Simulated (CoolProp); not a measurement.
Values from CoolProp's reference Helmholtz-energy equation of state, McLinden 2015.

### Question
Give the vapour pressure (kPa), enthalpy of vaporisation (kJ/kg), liquid cp (kJ/(kg K)) of saturated the fluoroketone C6F12O (FK-5-1-12) at 23.15, 52.75 °C.

### Answer
```tsv
T (°C)	p (kPa)	enthalpy of vaporisation (kJ/kg)	liquid cp (kJ/(kg K))
23.15	37.4	95.3	1.10
52.75	115	86.8	1.13
```
